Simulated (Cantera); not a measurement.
Input: 1 mol C2F6, 0.026 mol HCl, held at 2327 °C and 133 Pa.

These are equilibrium values from Cantera (NASA tables, ideal gas, pure condensed phases), not measurements of a reactor. Candidate condensed phases: C, C6H6, C7H8, C8H18; 118 gas species. The feed counts by its element totals alone. Kinetics and transport are ignored.

Base state: F 0.888, CF2 0.0610, CF 0.0390, Cl 0.00457, HF 0.00455, C3 0.00166, C 0.000468, C2 0.000156 (mole fractions); condensed: C(graphite).

### Question
What changes in the equilibrium state with this change: HCl from 0.026 to 0.02 mol?

### Answer
```tsv
species	before	after
F	0.888	0.890
CF2	0.0610	0.0613
CF	0.0390	0.0390
Cl	0.00457	0.00352
HF	0.00455	0.00351
H	1.52e-5	1.17e-5
CF4	2.04e-5	2.06e-5
CF3	0.000103	0.000103
C(graphite), mol	1.40	1.40
```

### Question
What changes in the equilibrium state with this change: HCl from 0.026 to 0.067 mol?

### Answer
```json
[
 {"species": "F", "before": "0.888", "after": "0.876"},
 {"species": "CF2", "before": "0.0610", "after": "0.0594"},
 {"species": "CF", "before": "0.0390", "after": "0.0384"},
 {"species": "Cl", "before": "0.00457", "after": "0.0117"},
 {"species": "HF", "before": "0.00455", "after": "0.0116"},
 {"species": "H", "before": "1.52e-5", "after": "3.94e-5"},
 {"species": "CF4", "before": "2.04e-5", "after": "1.93e-5"},
 {"species": "CF3", "before": "0.000103", "after": "9.86e-5"},
 {"species": "C", "before": "0.000468", "after": "0.000468"},
 {"species": "C3", "before": "0.00166", "after": "0.00166"},
 {"species": "C(graphite), mol", "before": "1.40", "after": "1.40"}
]
```
